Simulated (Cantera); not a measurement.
An isothermal, constant-pressure homogeneous reactor starts with CH₄ : H₂ = 1 : 15 (molar parts), at 2000 K and 101000 Pa.

Model: GRI-Mech 3.0 (53 species, 325 reactions), integrated in Cantera. GRI-Mech 3.0 stops at C3 and has no aromatics, soot or wall deposition, so with more carbon than oxygen in the feed, carbon stays in small species such as C2H2 where larger ones or solid carbon would form.

x: mole fraction; the columns are a selection and need not sum to one.

| t (s) | x CH₄ | x H₂ | x C₂H₄ | x C₂H | x CH₂ |
|---|---|---|---|---|---|
| 9.00e-6 | 0.0620 | 0.937 | 3.17e-6 | <1e-12 | 2.22e-7 |
| 3.22e-5 | 0.0607 | 0.937 | 0.000102 | 6.34e-10 | 1.73e-6 |
| 0.000115 | 0.0574 | 0.938 | 0.000381 | [?] | 2.91e-6 |
| 0.000413 | 0.0483 | 0.943 | 0.000312 | [?] | 2.55e-6 |
| 0.00148 | 0.0306 | 0.952 | 0.000205 | [?] | 1.77e-6 |
| 0.00530 | 0.0132 | 0.962 | 0.000170 | [?] | 8.45e-7 |
| 0.0190 | 0.00468 | 0.966 | 0.000179 | 8.30e-7 | 3.19e-7 |
| 0.0679 | 0.00255 | 0.968 | 0.000184 | 8.64e-7 | 1.78e-7 |
| 0.243 | 0.00246 | 0.968 | 0.000184 | 8.66e-7 | 1.72e-7 |
| 0.871 | 0.00246 | 0.968 | 0.000184 | 8.66e-7 | 1.72e-7 |
| 3.12 | 0.00246 | 0.968 | 0.000184 | 8.66e-7 | 1.72e-7 |
| 11.2 | 0.00246 | 0.968 | 0.000184 | 8.66e-7 | 1.72e-7 |
| 40.0 | 0.00246 | 0.968 | 0.000184 | 8.66e-7 | 1.72e-7 |

Complete the blanks.


- 0.000115, x C₂H: 3.31e-8
- 0.000413, x C₂H: 1.67e-7
- 0.00148, x C₂H: 4.29e-7
- 0.00530, x C₂H: 6.95e-7
